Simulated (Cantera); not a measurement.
Input (Python, Cantera) and output of one run.

```python
import numpy as np
import cantera as ct

gas_names = [...]  # 113 gases of nasa_gas.yaml made of C, H, O, Ta
cond_names = """
    C(gr) C6H6(L) C7H8(L) C8H18(L),n-octa H2O(s) H2O(L) Ta(cr) Ta(L) TaC(s) TaC(L) Ta2O5(s) Ta2O5(L)
""".split()


# ... load() reads the species with a 1 bar reference pressure and builds the phases ...
atoms = {
    'Ta(OEt)5': {'Ta': 1, 'C': 10, 'H': 25, 'O': 5},
    'CO2': {'C': 1, 'O': 2},
}
top_T = {'C(gr)': 4500}  # K; cautious upper limits of use, not melting points


# ... equilibrate(T, P, feed) seeds the gas with the atoms and calls Mixture.equilibrate('TP', solver="vcs", rtol=1e-11, max_steps=5000) ...
results = []
feed = {'Ta(OEt)5': 1, 'CO2': 1.8}  # mol
P = 0.3  # Pa
for T in [1273, 1373, 1473, 1573, 1673, 1773, 1873, 1973, 2073, 2173, 2273, 2373, 2473]:
    mix = equilibrate(T, P, feed)
    results.append((T, P, feed, dict(zip(mix.species_names, mix.species_moles))))
    x = sorted(zip(gas.X, gas.species_names), reverse=True)
    print(f"T = {T:g} K  P = {P:g} Pa  gas = {mix.phase_moles(0):.4g} mol")
    print("   x: " + "  ".join(f"{s} {v:.3e}" for v, s in x if v > 0.001))
    print("   condensed (mol): " + ("  ".join(f"{mix.phase(i).name} {mix.phase_moles(i):.4g}"
          for i in range(1, mix.n_phases) if mix.phase_moles(i) > 1e-12) or "none"))
```

Output:

```
T = 1273 K  P = 0.3 Pa  gas = 21.1 mol
   x: H2 5.922e-01  CO 4.075e-01
   condensed (mol): C(gr) 2.2  TaC(s) 1
T = 1373 K  P = 0.3 Pa  gas = 21.12 mol
   x: H2 5.912e-01  CO 4.073e-01  H 1.478e-03
   condensed (mol): C(gr) 2.2  TaC(s) 1
T = 1473 K  P = 0.3 Pa  gas = 21.16 mol
   x: H2 5.880e-01  CO 4.064e-01  H 5.601e-03
   condensed (mol): C(gr) 2.2  TaC(s) 1
T = 1573 K  P = 0.3 Pa  gas = 21.29 mol
   x: H2 5.782e-01  CO 4.039e-01  H 1.785e-02
   condensed (mol): C(gr) 2.199  TaC(s) 1
T = 1673 K  P = 0.3 Pa  gas = 21.63 mol
   x: H2 5.534e-01  CO 3.976e-01  H 4.891e-02
   condensed (mol): C(gr) 2.199  TaC(s) 1
T = 1773 K  P = 0.3 Pa  gas = 22.4 mol
   x: H2 4.999e-01  CO 3.839e-01  H 1.161e-01
   condensed (mol): C(gr) 2.197  TaC(s) 1
T = 1873 K  P = 0.3 Pa  gas = 23.93 mol
   x: H2 4.038e-01  CO 3.593e-01  H 2.368e-01
   condensed (mol): C(gr) 2.194  TaC(s) 1
T = 1973 K  P = 0.3 Pa  gas = 26.45 mol
   x: H 4.048e-01  CO 3.251e-01  H2 2.700e-01
   condensed (mol): C(gr) 2.19  TaC(s) 1
T = 2073 K  P = 0.3 Pa  gas = 29.47 mol
   x: H 5.680e-01  CO 2.918e-01  H2 1.399e-01
   condensed (mol): C(gr) 2.183  TaC(s) 1
T = 2173 K  P = 0.3 Pa  gas = 31.78 mol
   x: H 6.705e-01  CO 2.706e-01  H2 5.792e-02
   condensed (mol): C(gr) 2.132  TaC(s) 1
T = 2273 K  P = 0.3 Pa  gas = 33.06 mol
   x: H 7.127e-01  CO 2.601e-01  H2 2.159e-02  C3 3.364e-03  C 1.788e-03
   condensed (mol): C(gr) 1.774  TaC(s) 1
T = 2373 K  P = 0.3 Pa  gas = 34.27 mol
   x: H 7.136e-01  CO 2.510e-01  C3 1.731e-02  C 8.315e-03  H2 7.833e-03  C2 1.650e-03
   condensed (mol): TaC(s) 1
T = 2473 K  P = 0.3 Pa  gas = 34.69 mol
   x: H 7.144e-01  CO 2.479e-01  C 1.886e-02  C3 1.313e-02  H2 3.080e-03  C2 2.432e-03
   condensed (mol): TaC(s) 1
```

These are equilibrium values from Cantera (NASA tables, ideal gas, pure condensed phases), not measurements of a reactor. The feed counts by its element totals alone. TaC: taken at fixed stoichiometry. Condensed phases not in the tables: Ta2C.
